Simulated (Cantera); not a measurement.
An isothermal plug-flow reactor at 1248 K and 1.00 bar (inlet), inlet velocity 2.8 m/s, active area per volume 170 1/m; feed CH4 : O2 : N2 : H2O = 0.0072 : 0.03 : 0.79 : 0.093 (molar parts), equivalence ratio 0.48.

Cantera simulation using Deutschmann's 1995 Pt surface mechanism with GRI-Mech 3.0 gas chemistry; the numbers are that mechanism's predictions, not measurements. Catalytic surfaces can have several steady states; this one follows from the mechanism file's or the stated starting coverage. Mass transfer to the wall is taken as infinitely fast.

**Question.** Predict: x(CH4) at z = 0.064 m; x(O2) at z = 0.064 m; x(H2O) at z = 0.064 m; x(CO2) at z = 0.064 m; x(CO) at z = 0.064 m; θ(free Pt) at the exit; θ(O*) at the exit; θ(OH*) at the exit.

**Answer.** 
- x(CH4) at z = 0.064 m: 6.61e-5
- x(O2) at z = 0.064 m: 0.0177
- x(H2O) at z = 0.064 m: 0.116
- x(CO2) at z = 0.064 m: 0.00731
- x(CO) at z = 0.064 m: 1.40e-6
- θ(free Pt) at the exit: 0.594
- θ(O*) at the exit: 0.402
- θ(OH*) at the exit: 0.00371
